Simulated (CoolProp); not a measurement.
Computed with CoolProp (reference Helmholtz-energy equation of state, Lemmon 2006). It is a short technical equation, of lower accuracy than the large ones.

**Question.** For carbon monoxide, give the phase and the Z, speed of sound (m/s), isothermal compressibility (1/MPa), expansivity (1/kK) at 191.8 K and 4540 kPa.

**Answer.** 
- 191.8 K and 4540 kPa: supercritical; Z 0.870, speed of sound 276, isothermal compressibility 0.250, expansivity 8.38
